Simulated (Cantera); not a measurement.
Cantera run:

```python
import numpy as np
import cantera as ct

gas_names = """
    C CH CH2 CH3 CH2OH CH3O CH4 CH3OH CO CO2 COOH C2 C2H CHCO,ketyl C2H2,acetylene C2H2,vinylidene
    CH2CO,ketene C2H3,vinyl CH3CO,acetyl C2H4 C2H4O,ethylen CH3CHO,ethanal CH3COOH (HCOOH)2 C2H5 C2H6
    CH3OCH3 C2H5OH C2O C3 C3H3,propargyl C3H4,allene C3H4,propyne C3H4,cyclo- C3H5,allyl C3H6,propylene
    C3H6,cyclo- C3H6O C3H7,n-propyl C3H7,i-propyl C3H8 C3H8O,1propanol C3H8O,2propanol C3O2 C4 C4H2
    C4H4,1,3-cyclo- C4H6,butadiene C4H6,2-butyne C4H6,cyclo- C4H8,1-butene C4H8,cis2-buten
    C4H8,tr2-butene C4H8,isobutene C4H8,cyclo- (CH3COOH)2 C4H9,n-butyl C4H9,i-butyl C4H9,s-butyl
    C4H9,t-butyl C4H10,isobutane C4H10,n-butane C5 C5H6,1,3cyclo- C5H8,cyclo- C5H10,1-pentene
    C5H10,cyclo- C5H11,pentyl C5H11,t-pentyl C5H12,n-pentane C5H12,i-pentane CH3C(CH3)2CH3 C6H2
    C6H5,phenyl C6H5O,phenoxy C6H6 C6H5OH,phenol C6H10,cyclo- C6H12,1-hexene C6H12,cyclo- C6H13,n-hexyl
    C7H7,benzyl C7H8 C7H8O,cresol C7H14,1-heptene C7H15,n-heptyl C7H16,n-heptane C8H8,styrene
    C8H10,ethylbenz C8H16,1-octene C8H17,n-octyl C8H18,isooctane C8H18,n-octane C9H19,n-nonyl
    C10H8,naphthale C10H21,n-decyl C12H9,o-bipheny C12H10,bipheny Cu CuO Cu2 H HCO HO2 H2
    HCHO,formaldehy HCOOH H2O H2O2 O OH O2 O3
""".split()
cond_names = """
    C(gr) C6H6(L) C7H8(L) C8H18(L),n-octa Cu(cr) Cu(L) CuO(s) CuO2H2(s) Cu2O(s) Cu2O(L) H2O(s) H2O(L)
""".split()


def load(file, names, dense=False):
    # The tables refer to 1 bar. Condensed volumes are neglected.
    table = {s.name: s for s in ct.Species.list_from_file(file)}
    out = []
    for n in names:
        d = dict(table[n].input_data)
        d["thermo"] = dict(d["thermo"], **{"reference-pressure": 1e5})
        if dense:
            d["equation-of-state"] = {"model": "constant-volume", "density": "1e6 g/cm^3"}
        out.append(ct.Species.from_dict(d))
    return out


gas = ct.Solution(thermo="ideal-gas", species=load("nasa_gas.yaml", gas_names))
cond = {s.name: ct.Solution(thermo="fixed-stoichiometry", species=[s], name=s.name)
        for s in load("nasa_condensed.yaml", cond_names, dense=True)}
atoms = {
    'Cu2O': {'Cu': 2, 'O': 1},
    'CO': {'C': 1, 'O': 1},
    'H2': {'H': 2},
}
top_T = {'C(gr)': 4500, 'CuO(s)': 1390}  # K; cautious upper limits of use, not melting points


def equilibrate(T, P, feed):
    n = {}
    for name, mol in feed.items():
        for a, k in atoms[name].items():
            n[a] = n.get(a, 0.0) + k * mol
    gas.TPX = T, P, n
    mass = sum(n.values()) * gas.mean_molecular_weight
    gas.equilibrate("TP")
    valid = [c for c in cond.values() if c.min_temp <= T <= top_T.get(c.name, c.max_temp)]
    mix = ct.Mixture([(gas, mass / gas.mean_molecular_weight)] + [(c, 0.0) for c in valid])
    mix.T, mix.P = T, P
    mix.equilibrate("TP", solver="vcs", rtol=1e-11, max_steps=5000)
    return mix


results = []
feed = {'Cu2O': 1, 'CO': 8.8, 'H2': 2.1}  # mol
P = 120000  # Pa
for T in [1423, 1523, 1623, 1723, 1823, 1923, 2023, 2123, 2223, 2323, 2423]:
    mix = equilibrate(T, P, feed)
    results.append((T, P, feed, dict(zip(mix.species_names, mix.species_moles))))

top = {s: max(r[3][s] / sum(r[3][g] for g in gas_names) for r in results) for s in gas_names}
cols = sorted((s for s in top if top[s] > 1e-06), key=lambda s: -top[s])[:9]
seen = [c for c in cond_names if any(r[3].get(c, 0) > 1e-12 for r in results)]
print("log10 of partial pressures in bar; condensed amounts in mol")
print(f"{'T/K':>10s}" + "".join(f"{s[:9]:>10s}" for s in cols + seen))
for T, P, feed, n in results:
    ng = sum(n[g] for g in gas_names)
    print(f"{T:10.4g}" + "".join(f"{np.log10(max(n[s] / ng * P / 1e5, 1e-99)):10.3f}" for s in cols)
          + "".join(f"{n.get(c, 0):10.4g}" for c in seen))
```

Output:

```
log10 of partial pressures in bar; condensed amounts in mol
       T/K        CO        H2        Cu       CO2       H2O         H       Cu2        OH         O     Cu(L)
      1423    -0.048    -0.710    -5.679    -1.132    -1.439    -5.533    -9.315    -7.925   -12.794         2
      1523    -0.046    -0.719    -4.919    -1.154    -1.398    -4.995    -8.263    -7.186   -11.529         2
      1623    -0.045    -0.726    -4.255    -1.175    -1.364    -4.523    -7.346    -6.540   -10.422     1.999
      1723    -0.044    -0.733    -3.671    -1.193    -1.337    -4.105    -6.540    -5.971    -9.444     1.998
      1823    -0.043    -0.739    -3.152    -1.211    -1.315    -3.733    -5.827    -5.466    -8.574     1.994
      1923    -0.042    -0.745    -2.690    -1.227    -1.296    -3.398    -5.193    -5.015    -7.796     1.981
      2023    -0.042    -0.751    -2.274    -1.242    -1.282    -3.097    -4.624    -4.610    -7.095     1.951
      2123    -0.044    -0.759    -1.899    -1.258    -1.271    -2.825    -4.113    -4.245    -6.460     1.883
      2223    -0.050    -0.770    -1.559    -1.275    -1.266    -2.578    -3.650    -3.915    -5.883     1.739
      2323    -0.060    -0.786    -1.249    -1.297    -1.269    -2.356    -3.230    -3.617    -5.355     1.451
      2423    -0.081    -0.814    -0.966    -1.327    -1.283    -2.158    -2.848    -3.351    -4.871    0.8876
```

Equilibrium computed with Cantera from the NASA thermochemical tables; the gas is ideal and each condensed phase is pure.
